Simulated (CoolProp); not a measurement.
The fluid at 298.15 K and 1.11 MPa (liquid) is heated at constant pressure to 432.1 K. The same conditions are run with several fluids, on thermodynamics alone (safety and materials aside).

Values from CoolProp's reference Helmholtz-energy equation of state of each fluid (R227EA: Lemmon 2016; cyclohexane: Zhou 2014; n-octane: Beckmüller 2019; octamethyltrisiloxane (MDM): Thol 2017).

Question: Rank R227EA, cyclohexane, n-octane, octamethyltrisiloxane (MDM) by heat (kJ/kg), highest first.

Answer: n-octane (335), cyclohexane (293), octamethyltrisiloxane (MDM) (261), R227EA (233)

| fluid | final phase | final density (kg/m³) |
|---|---|---|
| R227EA | gas | 57.1 |
| cyclohexane | liquid | 634 |
| n-octane | liquid | 580 |
| octamethyltrisiloxane (MDM) | liquid | 672 |
